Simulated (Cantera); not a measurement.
A closed system holds: 1 mol CsOH, 0.086 mol H2O, equilibrated at 1 atm.

Cantera equilibrium calculation (NASA polynomials, part measured and part estimated; ideal gas, pure solids and liquids). Candidate condensed phases: Cs, CsOH, H2O; 15 gas species. Kinetics and transport are ignored.

### Question
At 1823 K, list the 5 most abundant gas species with their mole fractions, and the condensed phases.

### Answer
CsOH 0.897, H2O 0.0851, Cs 0.0136, O2 0.00336, Cs2(OH)2 0.000397. Condensed: gas only.
